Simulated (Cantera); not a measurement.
Feed: 1 mol SiH₂Cl₂, 0.5 mol NH₃, 1.2 mol N₂, equilibrated at 1402 °C and 1.00 Torr.

Cantera equilibrium calculation (NASA polynomials, part measured and part estimated; ideal gas, pure solids and liquids). Candidate condensed phases: NH₄Cl, Si, Si₃N₄; 28 gas species. The tables' values for SiCl₃, SiCl are old estimates; treat these amounts as uncertain. Equilibrium is a limit: real reactors are often held back by kinetics, nucleation or transport.

Base state: H₂ 0.351, N₂ 0.345, SiCl₂ 0.171, HCl 0.129, H 0.00188, SiCl₃ 0.00124, Cl 0.000540, SiCl 0.000497 (mole fractions); condensed: Si(s).

What changes in the equilibrium state with this change: temperature from 1402 °C to 1375 °C?


| species | before | after |
|---|---|---|
| H₂ | 0.351 | 0.351 |
| N₂ | 0.345 | 0.345 |
| SiCl₂ | 0.171 | 0.170 |
| HCl | 0.129 | 0.130 |
| H | 0.00188 | 0.00144 |
| Si | 0.000326 | 0.000193 |
| SiH | 1.18e-5 | 7.69e-6 |
| SiCl₄ | 1.87e-5 | 2.65e-5 |
| Si(s), mol | 0.272 | 0.275 |

What changes in the equilibrium state with this change: SiH₂Cl₂ replaced by SiH₄?


```csv
species,before,after
H₂,0.351,0.652
N₂,0.345,0.345
H,0.00188,0.00257
SiCl₂,0.171,0
HCl,0.129,0
Si,0.000326,0.000326
SiCl₃,0.00124,0
Cl,0.000540,0
"Si(s), mol",0.272,0.998
```
